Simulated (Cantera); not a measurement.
Feed: 1 mol Si2H6, 0.35 mol O2, 1.8 mol N2, held at 1250 °C and 10.0 mbar.

Method: chemical equilibrium by Gibbs-energy minimisation in Cantera with the NASA 1993 tables (ideal gas, pure condensed phases). Candidate condensed phases: H2O, Si, SiO2, Si2N2O, Si3N4; 35 gas species. The feed counts by its element totals alone. Mutual solubility and eutectic melting of coexisting phases are not modelled. Equilibrium is a limit: real reactors are often held back by kinetics, nucleation or transport.

Base state: H2 0.811, N2 0.189, H 0.000208, SiO 5.10e-5 (mole fractions); condensed: Si2N2O(s) + Si3N4(s).

**Question.** What changes in the equilibrium state with this change: O2 from 0.35 to 0.57 mol?

**Answer.** 
```
species                before     after
-------------------  --------  --------
H2                      0.811     0.776
N2                      0.189     0.220
SiO                   5.10e-5   0.00314
H2O                   1.93e-8   8.16e-5
H                    0.000208  0.000204
Si2N2O(s), mol          0.700     0.949
Si3N4(s), mol           0.200         0
SiO2(β-quartz), mol         0    0.0891
```
The tables hold silica as quartz up to 1696 K and as liquid above; real silica turns to tridymite and cristobalite and melts near 1996 K.
